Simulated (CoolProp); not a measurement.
A single-stage vapour-compression cycle with isohexane: evaporating at 326.15 K (dew point), condensing at 396.15 K (bubble point), superheat 5 K, subcooling 8 K, compressor efficiency 0.75, no pressure losses. Each further row changes one setting.

Model: reference Helmholtz-energy equation of state, Lemmon 2006, in CoolProp. It is a short technical equation, of lower accuracy than the large ones.

```
case                              cooling COP  pressure ratio  discharge temperature (K)  refrigerating effect (kJ/kg)  volumetric capacity (kJ/m³)
--------------------------------  -----------  --------------  -------------------------  ----------------------------  ---------------------------
as stated                                   …            6.55                      396.2                           180                          468
evaporating temperature 331.15 K         2.76            5.55                      396.2                           188                          572
condensing temperature 391.15 K          2.75            5.87                      391.1                           193                          504
subcooling 13 K                          2.60            6.55                      396.2                           193                          503
superheat 15 K                           2.52            6.55                      396.2                             …                          500
compressor efficiency 0.65                  …            6.55                      396.2                           180                          468
```

Problem. Fill in the missing entries.

Solution. 
- as stated, cooling COP: 2.42
- superheat 15 K, refrigerating effect (kJ/kg): 198
- compressor efficiency 0.65, cooling COP: 2.10

The compression ends wet for: as stated; evaporating temperature 331.15 K; condensing temperature 391.15 K; subcooling 13 K; superheat 15 K; compressor efficiency 0.65.
